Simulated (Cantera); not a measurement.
A perfectly stirred reactor is fed with 82.0 % NO, 18.0 % N₂, at 0.0267 bar; it is held at 1950 K, and followed from long to short residence time.

Computed with Cantera and GRI-Mech 3.0 (53 species, 325 reactions). Radical loss at walls, strong at low pressure, is not modelled.

x: mole fraction; the columns are a selection and need not sum to one.

```tsv
τ (s)	x NO	x NO₂	x O	x N₂	x N₂O	x O₂
7.2	0.501	0.000130	0.00117	0.339	6.86e-5	0.159
2.3	0.698	0.000110	0.000806	0.241	0.000152	0.0602
0.76	0.781	7.24e-5	0.000570	0.200	0.000206	0.0190
0.25	0.807	[?]	[?]	0.186	0.000222	[?]
0.081	0.816	3.98e-5	0.000369	0.182	0.000206	0.00154
0.026	0.819	2.91e-5	0.000257	0.181	0.000155	0.000311
0.0085	0.819	1.38e-5	0.000121	0.180	8.54e-5	3.72e-5
0.0028	0.820	3.35e-6	4.08e-5	0.180	3.54e-5	3.26e-6
0.00090	0.820	[?]	[?]	0.180	[?]	[?]
```

Task: What belongs in the gaps?

Result: 
- 0.25, x NO₂: 5.09e-5
- 0.25, x O: 0.000451
- 0.25, x O₂: 0.00568
- 0.00090, x NO₂: 5.00e-7
- 0.00090, x O: 1.29e-5
- 0.00090, x N₂O: 1.24e-5
- 0.00090, x O₂: 3.06e-7
